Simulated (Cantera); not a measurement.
A perfectly stirred reactor is fed with 4.53 % CH4, 2.49 % C2H6, 19.5 % O2, 73.4 % N2, equivalence ratio 0.91, at 1.60 bar; it is adiabatic with a 448 K inlet, and is followed from long to short residence time, starting on the burning branch (τ in s: 0.034, 0.015, 0.0069, 0.0031, 0.0014, 0.00064, 0.00029, 0.00013, 5.9e-05).

Cantera simulation using GRI-Mech 3.0 (53 species, 325 reactions); the numbers are that mechanism's predictions, not measurements.

x: mole fraction; the columns are a selection and need not sum to one.

```json
[
 {"τ (s)": "0.034", "T (K)": "2245", "x CH4": "2.94e-6", "x C2H6": "?", "x O2": "0.0194", "x H2O": "0.158", "x HCO": "4.21e-8", "x H2": "0.00199", "x CO2": "0.0874"},
 {"τ (s)": "0.015", "T (K)": "2230", "x CH4": "5.63e-6", "x C2H6": "?", "x O2": "0.0203", "x H2O": "0.157", "x HCO": "9.46e-8", "x H2": "0.00244", "x CO2": "0.0860"},
 {"τ (s)": "0.0069", "T (K)": "2206", "x CH4": "9.96e-6", "x C2H6": "?", "x O2": "0.0215", "x H2O": "0.156", "x HCO": "2.04e-7", "x H2": "0.00315", "x CO2": "0.0838"},
 {"τ (s)": "0.0031", "T (K)": "2170", "x CH4": "1.76e-5", "x C2H6": "?", "x O2": "0.0232", "x H2O": "0.153", "x HCO": "4.52e-7", "x H2": "0.00419", "x CO2": "0.0807"},
 {"τ (s)": "0.0014", "T (K)": "2124", "x CH4": "3.13e-5", "x C2H6": "?", "x O2": "0.0253", "x H2O": "0.151", "x HCO": "9.98e-7", "x H2": "0.00550", "x CO2": "0.0771"},
 {"τ (s)": "0.00064", "T (K)": "2070", "x CH4": "5.75e-5", "x C2H6": "?", "x O2": "0.0277", "x H2O": "0.148", "x HCO": "2.17e-6", "x H2": "0.00698", "x CO2": "0.0729"},
 {"τ (s)": "0.00029", "T (K)": "2007", "x CH4": "0.000113", "x C2H6": "?", "x O2": "0.0307", "x H2O": "0.144", "x HCO": "4.74e-6", "x H2": "0.00854", "x CO2": "0.0681"},
 {"τ (s)": "0.00013", "T (K)": "1935", "x CH4": "0.000246", "x C2H6": "?", "x O2": "0.0348", "x H2O": "0.141", "x HCO": "1.05e-5", "x H2": "0.0100", "x CO2": "0.0617"},
 {"τ (s)": "5.9e-5", "T (K)": "1844", "x CH4": "0.000678", "x C2H6": "?", "x O2": "0.0424", "x H2O": "0.137", "x HCO": "2.39e-5", "x H2": "0.0115", "x CO2": "0.0510"}
]
```

Question: Complete the blanks.

Answer: 
- 0.034, x C2H6: 1.96e-7
- 0.015, x C2H6: 4.30e-7
- 0.0069, x C2H6: 8.88e-7
- 0.0031, x C2H6: 1.83e-6
- 0.0014, x C2H6: 3.68e-6
- 0.00064, x C2H6: 7.28e-6
- 0.00029, x C2H6: 1.48e-5
- 0.00013, x C2H6: 3.26e-5
- 5.9e-5, x C2H6: 8.81e-5
